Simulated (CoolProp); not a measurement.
Model: reference Helmholtz-energy equation of state, Lemmon 2006, in CoolProp. It is a short technical equation, of lower accuracy than the large ones.

### Question
Give the vapour pressure (MPa), enthalpy of vaporisation (kJ/kg), vapour Z, surface tension (mN/m) of saturated carbon monoxide at -195.45, -176.95 °C.

### Answer
```
T (°C)   p (MPa)  enthalpy of vaporisation (kJ/kg)  vapour Z  surface tension (mN/m)
-------  -------  --------------------------------  --------  ----------------------
-195.45   0.0631                               220     0.971                    10.4
-176.95    0.406                               192     0.890                    6.48
```

Surface tension comes from a separate correlation (Mulero 2012).
